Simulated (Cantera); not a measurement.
Charge: 1 mol (CH3)2SiCl2, 0.11 mol HCl, 200 mol H2, at 1523.15 K and 0.370 bar.

These are equilibrium values from Cantera (NASA tables, ideal gas, pure condensed phases), not measurements of a reactor. Candidate condensed phases: C, C6H6, C7H8, C8H18, Si, SiC; 109 gas species. The feed counts by its element totals alone. The numbers say what is thermodynamically allowed, not how fast it happens.

Base state: H2 0.989, HCl 0.0103, CH4 0.000832, H 3.78e-5, C2H2 (acetylene) 1.17e-5 (mole fractions); condensed: C(graphite) + SiC(s).

**Question.** What changes in the equilibrium state with this change: temperature from 1523.15 K to 950 K?

**Answer.** 
```tsv
species	before	after
H2	0.989	0.985
HCl	0.0103	0.00920
CH4	0.000832	0.00525
SiCl4	1.56e-9	0.000215
H	3.78e-5	<1e-9
C2H2 (acetylene)	1.17e-5	<1e-9
C(graphite), mol	0.826	0
SiC(s), mol	0.999	0.934
```

**Question.** What changes in the equilibrium state with this change: (CH3)2SiCl2 replaced by SiF4?

**Answer.** 
```json
[
 {"species": "H2", "before": "0.989", "after": "0.992"},
 {"species": "SiF4", "before": "0", "after": "0.00299"},
 {"species": "HF", "before": "0", "after": "0.00224"},
 {"species": "HCl", "before": "0.0103", "after": "0.000546"},
 {"species": "SiF3", "before": "0", "after": "0.000956"},
 {"species": "CH4", "before": "0.000832", "after": "0"},
 {"species": "SiHF3", "before": "0", "after": "0.000765"},
 {"species": "SiF2", "before": "0", "after": "0.000167"},
 {"species": "SiH2F2", "before": "0", "after": "8.87e-5"},
 {"species": "C(graphite), mol", "before": "0.826", "after": "0"},
 {"species": "SiC(s), mol", "before": "0.999", "after": "0"}
]
```
The tables' values for SiF3, SiF2 are old estimates; treat these amounts as uncertain.
